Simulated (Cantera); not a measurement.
A perfectly stirred reactor is fed with NH3 : H2 = 1 : 2.2 (molar parts), at 0.740 bar; it is held at 1975 K, and followed from long to short residence time.

Cantera simulation using the gas-phase N/H chemistry of the illustrative SiF4/NH3 mechanism in the Surface Chemkin manual (1991); the numbers are that mechanism's predictions, not measurements. Walls and surfaces, which speed up NH3 decomposition in real reactors, are not modelled.

What does this change do: NH3 1 to 0.27 parts?


```json
[
 {"quantity": "x(NH3) at τ = 2.80 s", "before": "0.0131", "after": "0.00738"},
 {"quantity": "x(H2) at τ = 2.80 s", "before": "0.872", "after": "0.945"},
 {"quantity": "x(H) at τ = 2.80 s", "before": "0.00118", "after": "0.00139"},
 {"quantity": "x(N2H4) at τ = 2.80 s", "before": "1.11e-9", "after": "4.10e-10"},
 {"quantity": "x(N) at τ = 2.80 s", "before": "3.71e-7", "after": "2.66e-7"},
 {"quantity": "x(NH3) at τ = 23.0 ms", "before": "0.237", "after": "0.0886"},
 {"quantity": "x(H2) at τ = 23.0 ms", "before": "0.734", "after": "0.901"},
 {"quantity": "x(H) at τ = 23.0 ms", "before": "0.000443", "after": "0.000727"},
 {"quantity": "x(N2H4) at τ = 23.0 ms", "before": "7.11e-8", "after": "1.78e-8"},
 {"quantity": "x(N) at τ = 23.0 ms", "before": "5.46e-7", "after": "5.13e-7"}
]
```

What does this change do: pressure from 0.740 bar to 0.0133 bar?


```json
[
 {"quantity": "x(NH3) at τ = 2.80 s", "before": "0.0131", "after": "0.130"},
 {"quantity": "x(H2) at τ = 2.80 s", "before": "0.872", "after": "0.799"},
 {"quantity": "x(H) at τ = 2.80 s", "before": "0.00118", "after": "0.000762"},
 {"quantity": "x(N2H4) at τ = 2.80 s", "before": "1.11e-9", "after": "9.69e-10"},
 {"quantity": "x(N) at τ = 2.80 s", "before": "3.71e-7", "after": "1.20e-6"},
 {"quantity": "x(NH3) at τ = 23.0 ms", "before": "0.237", "after": "0.310"},
 {"quantity": "x(H2) at τ = 23.0 ms", "before": "0.734", "after": "0.688"},
 {"quantity": "x(H) at τ = 23.0 ms", "before": "0.000443", "after": "0.000390"},
 {"quantity": "x(N2H4) at τ = 23.0 ms", "before": "7.11e-8", "after": "1.93e-9"},
 {"quantity": "x(N) at τ = 23.0 ms", "before": "5.46e-7", "after": "5.74e-7"}
]
```
